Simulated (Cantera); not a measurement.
Cantera with NASA thermochemical tables; ideal gases at 1 bar, condensed phases pure. Values are per mole of reaction as written; species without (g) are pure solids or liquids, kept so even where they would boil at 1 bar.

3 OH(g) + H(g) + Cu2O = 2 Cu(OH)2

```
T (K)  ΔH° (kJ)  ΔS° (J/K)  ΔG° (kJ)  log10 K
-----  --------  ---------  --------  -------
523           …          …         …        …
673           …          …         …        …
823     -1049.9     -512.7    -628.0    39.86
973     -1043.2     -505.2    -551.7    29.61
1123          …          …         …        …
```

Task: Fill in the missing entries.

Result: 
- 523, ΔH° (kJ): -1061.0
- 523, ΔS° (J/K): -529.2
- 523, ΔG° (kJ): -784.2
- 523, log10 K: 78.33
- 673, ΔH° (kJ): -1056.0
- 673, ΔS° (J/K): -520.9
- 673, ΔG° (kJ): -705.5
- 673, log10 K: 54.76
- 1123, ΔH° (kJ): -1036.5
- 1123, ΔS° (J/K): -498.8
- 1123, ΔG° (kJ): -476.4
- 1123, log10 K: 22.16
